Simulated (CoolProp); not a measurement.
Properties of cis-2-butene at several states (Tc = 162.6 °C, pc = 42.36 bar, ω = 0.202).

Computed with CoolProp (reference Helmholtz-energy equation of state, Lemmon 2005). It is a short technical equation, of lower accuracy than the large ones.

| T (°C) | p (bar) | phase | Z | Joule-Thomson coefficient (K/MPa) | isothermal compressibility (1/MPa) | fugacity coefficient |
|---|---|---|---|---|---|---|
| -82.95 | 0.251 | liquid | 0.001216 | -0.5056 | 0.0007984 | 0.02332 |
| 114.95 | 0.215 | gas | 0.9974 | 12.71 | 46.63 | 0.9974 |
| 73.95 | 28.4 | liquid | 0.09907 | -0.08424 | 0.004883 | 0.2634 |
